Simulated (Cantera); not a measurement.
A freely propagating, adiabatic, planar premixed flame of CO : H2 : O2 : N2 = 1 : 0.051 : 0.536 : 2.02 (molar parts), equivalence ratio 0.98, unburnt at 525 K and 1.50 bar; mixture-averaged transport, grid criteria slope 0.08 and curve 0.16, no radiation.

Detailed kinetics in Cantera: GRI-Mech 3.0 (53 species, 325 reactions). Burning velocities carry a grid error of a few per cent, more on coarse grids.

Question: How do the results move with these cheaper or finer settings: unity-Lewis-number transport; multicomponent transport; multicomponent+Soret transport; grid criteria slope 0.5, curve 1; grid criteria slope 0.25, curve 0.5; grid criteria slope 0.03, curve 0.06?

Answer: 
```json
[
 {"setting": "as above", "laminar burning velocity": "88.7 cm/s", "thermal thickness": "0.561 mm", "peak x(H)": "0.00640", "peak x(H2O2)": "4.79e-5", "grid points": "128"},
 {"setting": "unity-Lewis-number transport", "laminar burning velocity": "70.1 cm/s", "thermal thickness": "0.497 mm", "peak x(H)": "0.00733", "peak x(H2O2)": "1.22e-5", "grid points": "122"},
 {"setting": "multicomponent transport", "laminar burning velocity": "88.3 cm/s", "thermal thickness": "0.562 mm", "peak x(H)": "0.00638", "peak x(H2O2)": "4.82e-5", "grid points": "128"},
 {"setting": "multicomponent+Soret transport", "laminar burning velocity": "84.5 cm/s", "thermal thickness": "0.568 mm", "peak x(H)": "0.00620", "peak x(H2O2)": "4.75e-5", "grid points": "128"},
 {"setting": "grid criteria slope 0.5, curve 1", "laminar burning velocity": "94.6 cm/s", "thermal thickness": "0.680 mm", "peak x(H)": "0.00678", "peak x(H2O2)": "3.91e-5", "grid points": "36"},
 {"setting": "grid criteria slope 0.25, curve 0.5", "laminar burning velocity": "90.2 cm/s", "thermal thickness": "0.604 mm", "peak x(H)": "0.00652", "peak x(H2O2)": "4.64e-5", "grid points": "56"},
 {"setting": "grid criteria slope 0.03, curve 0.06", "laminar burning velocity": "88.5 cm/s", "thermal thickness": "0.551 mm", "peak x(H)": "0.00640", "peak x(H2O2)": "4.75e-5", "grid points": "278"}
]
```
The base run took roughly 4 core-seconds.
Unity Lewis numbers drop preferential diffusion, which matters most where H2 and H carry the flame; Soret adds thermal diffusion.
